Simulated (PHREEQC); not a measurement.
Make-up at 25 °C: 0.154 mol Al2(SO4)3 per kg of water. Closed to the air; pH follows from the charge balance.

Equilibrium calculation in PHREEQC: ion-association model, phreeqc.dat.

Precipitation was switched off in this run.

**Question.** Estimate the pH, activity of water, ionic strength.

**Answer.** pH 3.79; activity of water 0.993; ionic strength 0.404 mol/kgw.

**Question.** In which forms is Al present?

**Answer.** AlSO4+ 60 %, Al(SO4)2- 33 %, Al+3 7.6 % of the Al.

Examples of supersaturated solids here: Gibbsite (slow to form). Others may be too.
